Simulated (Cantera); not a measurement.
A freely propagating, adiabatic, planar premixed flame of H2 : O2 : N2 : H2O = 1 : 0.61 : 2.68 : 0.98 (molar parts), equivalence ratio 0.82, unburnt at 525 K and 0.750 bar; multicomponent transport, grid criteria slope 0.08 and curve 0.16, no radiation.

Cantera simulation using the H2/O2 subset of GRI-Mech 3.0, which has no nitrogen chemistry; the numbers are that mechanism's predictions, not measurements. Burning velocities carry a grid error of a few per cent, more on coarse grids.

Q: Predict: laminar burning velocity; thermal thickness; peak x(OH); peak x(H); peak x(H2O2).

A: 
```json
{
 "laminar_burning_velocity": "204 cm/s",
 "thermal_thickness": "0.595 mm",
 "peak x(OH)": "0.00721",
 "peak x(H)": "0.0116",
 "peak x(H2O2)": "4.42e-5"
}
```
